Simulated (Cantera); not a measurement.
Gas mixture: NH3 : CO2 = 0.96 : 0.46 (molar parts), at 100000 Pa, frozen composition.

Cantera's kinetic-theory transport with the Lennard-Jones parameters of GRI-Mech 3.0, ideal gas; thermal conductivity in the mixture-averaged form. Polar gases are described roughly by these parameters. The composition is frozen, though it would react at the higher temperatures.

One state of this run: ρ (kg/m³) = 0.310; cp (J/kg/K) = 2166; μ (µPa s) = 37.6; λ (mW/m/K) = 118; Pr = 0.687; D (cm²/s) N2 = 1.71; D (cm²/s) CH3 = 1.85; D (cm²/s) NH3 = 1.58. D: mixture-averaged diffusion coefficient of that species in the mixture.

Which value of T (K) does it belong to?
(A) 1200
(B) 600
(C) 1000
(D) 1600

C, 1000
